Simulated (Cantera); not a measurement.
Feed: 1 mol N2O, 0.15 mol O2, 6.2 mol H2, held at 1575 °C.

These are equilibrium values from Cantera (NASA tables, ideal gas, pure condensed phases), not measurements of a reactor. Candidate condensed phases: H2O; 24 gas species. The ideal-gas law is rough above about 30 bar. Equilibrium is a limit: real reactors are often held back by kinetics, nucleation or transport.

x: gas mole fraction; nothing condenses.

```
P (Pa)     x H2  x H2O   x N2         x H       x NH3        x OH         x O
--------  -----  -----  -----  ----------  ----------  ----------  ----------
10        0.645  0.176  0.136      0.0426    5.05e-10    0.000855     4.31e-5
65        0.666  0.179  0.138      0.0170     3.47e-9    0.000335     6.52e-6
420       0.675  0.180  0.138  (withheld)  (withheld)  (withheld)  (withheld)
2700      0.678  0.180  0.139     0.00266     1.49e-7     5.20e-5     1.56e-7
17000     0.680  0.180  0.139     0.00106     9.39e-7     2.07e-5     2.47e-8
110000    0.680  0.181  0.139    0.000417     6.09e-6     8.15e-6     3.82e-9
720000    0.680  0.181  0.139    0.000163     3.99e-5     3.19e-6    5.83e-10
4700000   0.680  0.181  0.139  (withheld)  (withheld)  (withheld)  (withheld)
30000000  0.679  0.181  0.138     2.53e-5     0.00165     4.95e-7    1.40e-11
```

Q: Some entries are withheld; supply them.

A: 
- 420, x H: 0.00673
- 420, x NH3: 2.29e-8
- 420, x OH: 0.000132
- 420, x O: 1.00e-6
- 4700000, x H: 6.39e-5
- 4700000, x NH3: 0.000260
- 4700000, x OH: 1.25e-6
- 4700000, x O: 8.93e-11
